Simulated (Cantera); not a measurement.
An adiabatic, constant-volume homogeneous reactor starts with CH4 : O2 : N2 = 1 : 1.25 : 4.7 (molar parts), equivalence ratio 1.6, at 1200 K and 1.40 bar. Integrator tolerance rtol = 1e-08.

Model: GRI-Mech 3.0 (53 species, 325 reactions), integrated in Cantera.

| quantity | before | after |
|---|---|---|
| time of steepest temperature rise | 41.6 ms | 44.3 ms |
| temperature at 0.100 s | 2779 K | 2499 K |
| equilibrium temperature | 2779 K | 2499 K |
| x(CH4) at 0.100 s | 7.01e-12 (gas-phase equilibrium 8.02e-12) | 2.99e-12 (gas-phase equilibrium 3.40e-12) |
| x(O2) at 0.100 s | 0.000349 (gas-phase equilibrium 0.000349) | 7.93e-5 (gas-phase equilibrium 7.93e-5) |
| x(C2H) at 0.100 s | <1e-12 (gas-phase equilibrium <1e-12) | <1e-12 (gas-phase equilibrium <1e-12) |
| x(OH) at 0.100 s | 0.00584 (gas-phase equilibrium 0.00584) | 0.00236 (gas-phase equilibrium 0.00236) |
| x(C2H2) at 0.100 s | <1e-12 (gas-phase equilibrium <1e-12) | <1e-12 (gas-phase equilibrium <1e-12) |

### Question
What was changed between the two runs?
A) constant pressure in place of constant volume
B) initial temperature 1200 to 1525 K
C) initial temperature 1200 to 1750 K
D) initial temperature 1200 to 1125 K

### Answer
A, constant pressure in place of constant volume
